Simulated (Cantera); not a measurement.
An adiabatic, constant-pressure homogeneous reactor starts with C3H8 : O2 : N2 = 1 : 5.15 : 19.4 (molar parts), at 1650 K and 0.350 bar. Integrator tolerance rtol = 1e-08.

Model: GRI-Mech 3.0 (53 species, 325 reactions), integrated in Cantera. GRI-Mech 3.0 was tuned for natural gas; its chemistry of propane as a main component is partial and can be far from experiment.

What does this change do: 0.83 parts H2O added?


```csv
quantity,before,after
time of steepest temperature rise,61.1 µs,60.8 µs
temperature at 5.00 s,2716 K,2688 K
equilibrium temperature,2716 K,2688 K
x(C3H8) at 5.00 s,<1e-12 (gas-phase equilibrium <1e-12),<1e-12 (gas-phase equilibrium <1e-12)
x(O2) at 5.00 s,0.0281 (gas-phase equilibrium 0.0281),0.0274 (gas-phase equilibrium 0.0274)
x(H2O) at 5.00 s,0.107 (gas-phase equilibrium 0.107),0.131 (gas-phase equilibrium 0.131)
x(HCN) at 5.00 s,6.77e-10 (gas-phase equilibrium 6.77e-10),5.84e-10 (gas-phase equilibrium 5.84e-10)
x(C2H4) at 5.00 s,<1e-12 (gas-phase equilibrium <1e-12),<1e-12 (gas-phase equilibrium <1e-12)
x(NO) at 5.00 s,0.0111 (gas-phase equilibrium 0.0111),0.0104 (gas-phase equilibrium 0.0104)
```

What does this change do: N2 19.4 to 29 parts?


| quantity | before | after |
|---|---|---|
| time of steepest temperature rise | 61.1 µs | 73.7 µs |
| temperature at 5.00 s | 2716 K | 2596 K |
| equilibrium temperature | 2716 K | 2596 K |
| x(C3H8) at 5.00 s | <1e-12 (gas-phase equilibrium <1e-12) | <1e-12 (gas-phase equilibrium <1e-12) |
| x(O2) at 5.00 s | 0.0281 (gas-phase equilibrium 0.0281) | 0.0183 (gas-phase equilibrium 0.0183) |
| x(H2O) at 5.00 s | 0.107 (gas-phase equilibrium 0.107) | 0.0871 (gas-phase equilibrium 0.0871) |
| x(HCN) at 5.00 s | 6.77e-10 (gas-phase equilibrium 6.77e-10) | 2.62e-10 (gas-phase equilibrium 2.62e-10) |
| x(C2H4) at 5.00 s | <1e-12 (gas-phase equilibrium <1e-12) | <1e-12 (gas-phase equilibrium <1e-12) |
| x(NO) at 5.00 s | 0.0111 (gas-phase equilibrium 0.0111) | 0.00793 (gas-phase equilibrium 0.00793) |

What does this change do: initial temperature 1650 to 1750 K?


```json
[
 {"quantity": "time of steepest temperature rise", "before": "61.1 µs", "after": "38.5 µs"},
 {"quantity": "temperature at 5.00 s", "before": "2716 K", "after": "2745 K"},
 {"quantity": "equilibrium temperature", "before": "2716 K", "after": "2745 K"},
 {"quantity": "x(C3H8) at 5.00 s", "before": "<1e-12 (gas-phase equilibrium <1e-12)", "after": "<1e-12 (gas-phase equilibrium <1e-12)"},
 {"quantity": "x(O2) at 5.00 s", "before": "0.0281 (gas-phase equilibrium 0.0281)", "after": "0.0290 (gas-phase equilibrium 0.0290)"},
 {"quantity": "x(H2O) at 5.00 s", "before": "0.107 (gas-phase equilibrium 0.107)", "after": "0.104 (gas-phase equilibrium 0.104)"},
 {"quantity": "x(HCN) at 5.00 s", "before": "6.77e-10 (gas-phase equilibrium 6.77e-10)", "after": "8.14e-10 (gas-phase equilibrium 8.14e-10)"},
 {"quantity": "x(C2H4) at 5.00 s", "before": "<1e-12 (gas-phase equilibrium <1e-12)", "after": "<1e-12 (gas-phase equilibrium <1e-12)"},
 {"quantity": "x(NO) at 5.00 s", "before": "0.0111 (gas-phase equilibrium 0.0111)", "after": "0.0118 (gas-phase equilibrium 0.0118)"}
]
```
